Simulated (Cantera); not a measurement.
What does this Cantera script print?

```python
import numpy as np
import cantera as ct

gas_names = """
    N N2 Si SiN Si2 Si2N Si3
""".split()
cond_names = """
    Si(cr) Si(L) Si3N4(a)
""".split()


def load(file, names, dense=False):
    # The tables refer to 1 bar. Condensed volumes are neglected.
    table = {s.name: s for s in ct.Species.list_from_file(file)}
    out = []
    for n in names:
        d = dict(table[n].input_data)
        d["thermo"] = dict(d["thermo"], **{"reference-pressure": 1e5})
        if dense:
            d["equation-of-state"] = {"model": "constant-volume", "density": "1e6 g/cm^3"}
        out.append(ct.Species.from_dict(d))
    return out


gas = ct.Solution(thermo="ideal-gas", species=load("nasa_gas.yaml", gas_names))
cond = {s.name: ct.Solution(thermo="fixed-stoichiometry", species=[s], name=s.name)
        for s in load("nasa_condensed.yaml", cond_names, dense=True)}
atoms = {
    'Si3N4': {'Si': 3, 'N': 4},
    'Si': {'Si': 1},
    'N2': {'N': 2},
}
top_T = {'Si3N4(a)': 2400}  # K; cautious upper limits of use, not melting points


def equilibrate(T, P, feed):
    n = {}
    for name, mol in feed.items():
        for a, k in atoms[name].items():
            n[a] = n.get(a, 0.0) + k * mol
    gas.TPX = T, P, n
    mass = sum(n.values()) * gas.mean_molecular_weight
    gas.equilibrate("TP")
    valid = [c for c in cond.values() if c.min_temp <= T <= top_T.get(c.name, c.max_temp)]
    mix = ct.Mixture([(gas, mass / gas.mean_molecular_weight)] + [(c, 0.0) for c in valid])
    mix.T, mix.P = T, P
    mix.equilibrate("TP", solver="vcs", rtol=1e-11, max_steps=5000)
    return mix


results = []
feed = {'Si3N4': 1, 'Si': 0.21, 'N2': 0.36}  # mol
T = 1548  # K
for P in [1, 7.2, 52, 370, 2700, 19000, 140000, 1000000]:
    mix = equilibrate(T, P, feed)
    results.append((T, P, feed, dict(zip(mix.species_names, mix.species_moles))))

top = {s: max(r[3][s] / sum(r[3][g] for g in gas_names) for r in results) for s in gas_names}
cols = sorted((s for s in top if top[s] > 1e-05), key=lambda s: -top[s])[:6]
seen = [c for c in cond_names if any(r[3].get(c, 0) > 1e-12 for r in results)]
print("log10 of partial pressures in bar; condensed amounts in mol")
print(f"{'P/Pa':>10s}" + "".join(f"{s[:9]:>10s}" for s in cols + seen))
for T, P, feed, n in results:
    ng = sum(n[g] for g in gas_names)
    print(f"{P:10.4g}" + "".join(f"{np.log10(max(n[s] / ng * P / 1e5, 1e-99)):10.3f}" for s in cols)
          + "".join(f"{n.get(c, 0):10.4g}" for c in seen))
```

Output:

```
log10 of partial pressures in bar; condensed amounts in mol
      P/Pa        N2        Si      Si2N       SiN    Si(cr)  Si3N4(a)
         1    -5.001    -7.498    -9.775    -9.976     3.202         0
       7.2    -4.143    -7.498    -9.346    -9.547     3.209         0
        52    -3.284    -7.927    -9.774    -9.546         0      1.07
       370    -2.432    -8.495   -10.484    -9.688         0      1.07
      2700    -1.569    -9.070   -11.203    -9.832         0      1.07
   1.9e+04    -0.721    -9.635   -11.909    -9.973         0      1.07
   1.4e+05     0.146   -10.213   -12.632   -10.118         0      1.07
     1e+06     1.000   -10.783   -13.344   -10.260         0      1.07
```

These are equilibrium values from Cantera (NASA tables, ideal gas, pure condensed phases), not measurements of a reactor. The tables' values for SiN are old estimates; treat these amounts as uncertain.
